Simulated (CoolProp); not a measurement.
Computed with CoolProp (reference Helmholtz-energy equation of state, Zhou 2012).

**Question.** Give the vapour pressure (bar), liquid density (kg/m³), vapour Z, surface tension (mN/m) of saturated ethylbenzene at 331.5 K.

**Answer.** 
```tsv
T (K)	p (bar)	liquid density (kg/m³)	vapour Z	surface tension (mN/m)
331.5	0.0688	833	0.994	24.9
```

Surface tension comes from a separate correlation (Mulero 2014).
